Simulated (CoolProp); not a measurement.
Model: reference Helmholtz-energy equation of state, de Reuck 1990, in CoolProp.

### Question
For fluorine, give the phase and the cv (kJ/(kg K)), Joule-Thomson coefficient (K/MPa) at 75.1 K and 20 MPa; 230.9 K and 0.609 MPa; 297.5 K and 0.104 MPa.

### Answer
- 75.1 K and 20 MPa: liquid; cv 0.886, Joule-Thomson coefficient -0.317
- 230.9 K and 0.609 MPa: gas; cv 0.577, Joule-Thomson coefficient 3.11
- 297.5 K and 0.104 MPa: gas; cv 0.605, Joule-Thomson coefficient 1.91
